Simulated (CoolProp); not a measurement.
Vapour-liquid equilibrium of R125 (1) + n-butane (2) at 292.3 K; x and y are mole fractions of (1).

Computed with CoolProp (multi-fluid Helmholtz-energy mixture model, Lemmon 2005 and Bücker 2006; pair parameters Bell 2016).

```csv
x,"bubble pressure, mixture model (bar)","bubble pressure, Raoult's law (bar)","y, mixture model","y, Raoult's law"
0.05,3.685,2.508,0.450,0.235
0.125,5.626,3.240,0.645,0.454
0.2,7.020,3.971,0.721,0.593
0.275,8.002,4.703,0.761,0.689
0.35,8.697,5.434,0.785,0.758
0.425,9.208,6.166,0.803,0.812
0.5,9.612,6.898,0.818,0.854
0.575,9.964,7.629,0.831,0.887
0.65,10.30,8.361,0.846,0.915
0.725,10.64,9.093,0.865,0.939
0.8,10.99,9.824,0.888,0.959
0.875,11.33,10.56,0.919,0.976
0.95,11.63,11.29,0.962,0.991
```

The largest gap from Raoult's law is +76.8 % in bubble pressure, at x = 0.2. No azeotrope shows between x = 0.05 and 0.95.

The pair parameters rest on a limited set of measurements; away from them the model extrapolates. With so large a gap from Raoult's law the liquid may split in two, which this calculation doesn't test in full.
